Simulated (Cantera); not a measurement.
**Transport properties of process gases**

Gas mixture: N2O = 0.12 (molar parts), at 1330 Pa, frozen composition.

Cantera's kinetic-theory transport with the Lennard-Jones parameters of GRI-Mech 3.0, ideal gas; thermal conductivity in the mixture-averaged form. The composition is frozen, though it would react at the higher temperatures.

| T (K) | ρ (kg/m³) | cp (J/kg/K) | μ (µPa s) | λ (mW/m/K) | Pr | D (cm²/s) H | D (cm²/s) NO | D (cm²/s) N2 |
|---|---|---|---|---|---|---|---|---|
| 400 | 0.0176 | 970.3 | 19.5 | 25.5 | 0.741 | 126 | 19.6 | 20.0 |
| 650 | 0.0109 | 1127 | 29.1 | 44.4 | 0.739 | 300 | 45.9 | 46.9 |
| 900 | 0.00784 | 1227 | 37.1 | 61.5 | 0.740 | 526 | 80.0 | 81.7 |
| 1150 | 0.00614 | 1285 | 44.1 | 77.1 | 0.736 | 797 | 121 | 123 |
| 1400 | 0.00504 | 1327 | 50.5 | 91.4 | 0.733 | 1110 | 168 | 172 |
| 1650 | 0.00428 | 1359 | 56.4 | 105 | 0.732 | 1460 | 221 | 226 |
| 1900 | 0.00371 | 1384 | 61.9 | 117 | 0.732 | 1850 | 280 | 285 |
| 2150 | 0.00328 | 1402 | 67.2 | 129 | 0.731 | 2270 | 343 | 350 |
| 2400 | 0.00294 | 1416 | 72.2 | 140 | 0.730 | 2730 | 412 | 421 |
D: mixture-averaged diffusion coefficient of that species in the mixture.
